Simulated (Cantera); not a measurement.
# Equilibrium for roasting and sulfation: FeS₂ + SO₃ + O₂

Charge: 1 mol FeS₂, 2.7 mol SO₃, 8.6 mol O₂, held at 0.180 bar.

These are equilibrium values from Cantera (NASA tables, ideal gas, pure condensed phases), not measurements of a reactor. Candidate condensed phases: Fe, FeO, FeS, FeSO₄, FeS₂, Fe₂O₃, Fe₂(SO₄)₃, Fe₃O₄, S; 12 gas species. Kinetics and transport are ignored.

```tsv
T (K)	x O₂	x SO₂	x SO₃	x O	x SO	n Fe₂(SO₄)₃(s)	n Fe₂O₃(s)
850	0.616	0.0662	0.318	1.37e-12	<1e-12	0.500	0
900	0.625	0.116	0.259	1.00e-11	<1e-12	0.500	0
950	0.560	0.213	0.227	5.61e-11	<1e-12	0	0.500
1000	0.574	0.269	0.156	2.81e-10	1.61e-12	0	0.500
1050	0.584	0.311	0.104	1.20e-9	1.04e-11	0	0.500
1100	0.591	0.340	0.0690	4.52e-9	5.45e-11	0	0.500
1150	0.596	0.358	0.0460	1.51e-8	2.41e-10	0	0.500
1200	0.599	0.370	0.0312	4.57e-8	9.27e-10	0	0.500
1250	0.601	0.378	0.0217	1.26e-7	3.18e-9	0	0.500
```
x: gas mole fraction; n: condensed amount in mol.

From 850 K to 900 K the condensed part is Fe₂(SO₄)₃(s). From 950 K to 1250 K the condensed part is Fe₂O₃(s).
